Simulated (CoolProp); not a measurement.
Saturated liquid density (kg/m³) of carbonyl sulfide: the reference equation beside estimates from Tc = 105.6 °C, pc = 63.69 bar, ω = 0.098.

The numbers come from the reference Helmholtz-energy equation of state, Lemmon 2006 in CoolProp. It is a short technical equation, of lower accuracy than the large ones.

| T (°C) | reference | van der Waals | Redlich-Kwong | Soave-Redlich-Kwong | Peng-Robinson |
|---|---|---|---|---|---|
| 4.55 | ___ | 672.7 | 968.5 | ___ | 1109 |
| 14.95 | 1019 | 654.5 | 935.7 | 947.2 | 1074 |
| 25.35 | 989.3 | 635.0 | 900.8 | 913.1 | 1036 |
| 35.65 | 958.1 | 614.4 | 863.5 | 876.4 | 994.0 |
| 46.05 | 924.0 | 591.8 | 822.9 | 836.1 | 947.9 |
| 56.45 | 886.6 | 567.0 | 778.3 | 791.6 | 896.7 |
| 66.85 | 844.7 | 539.5 | ___ | 741.7 | 838.8 |
| 77.25 | ___ | 507.8 | 672.6 | 684.4 | 771.8 |
| 87.65 | 736.9 | 469.6 | 605.7 | 615.6 | ___ |
| 97.95 | 654.0 | 418.3 | 517.8 | 524.5 | 583.1 |

Q: Some entries are withheld; supply them.

A: 
- 4.55, reference: 1047
- 4.55, Soave-Redlich-Kwong: 978.9
- 66.85, Redlich-Kwong: 728.9
- 77.25, reference: 796.2
- 87.65, Peng-Robinson: 690.8

Absolute difference from the reference over all 10 rows, mean and median: van der Waals 36.0 and 36.0 %, Redlich-Kwong 12.6 and 11.6 %, Soave-Redlich-Kwong 11.3 and 10.1 %, Peng-Robinson 4.4 and 4.2 %.
